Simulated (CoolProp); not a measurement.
A single-stage vapour-compression cycle with R11: evaporating at 250.15 K (dew point), condensing at 280.15 K (bubble point), superheat 2 K, subcooling 8 K, compressor efficiency 0.65, no pressure losses. Each further row changes one setting.

Values from CoolProp's reference Helmholtz-energy equation of state, Jacobsen 1992.

```tsv
case	cooling COP	pressure ratio	discharge temperature (K)	refrigerating effect (kJ/kg)	volumetric capacity (kJ/m³)
as stated	5.18	4.00	314.8	180	160
evaporating temperature 255.15 K	6.43	3.09	308.4	183	206
condensing temperature 275.15 K	6.30	3.25	305.2	184	164
subcooling 13 K	5.30	4.00	314.8	184	164
superheat 12 K	5.13	4.00	326.3	185	159
compressor efficiency 0.55	4.38	4.00	325.4	180	160
```
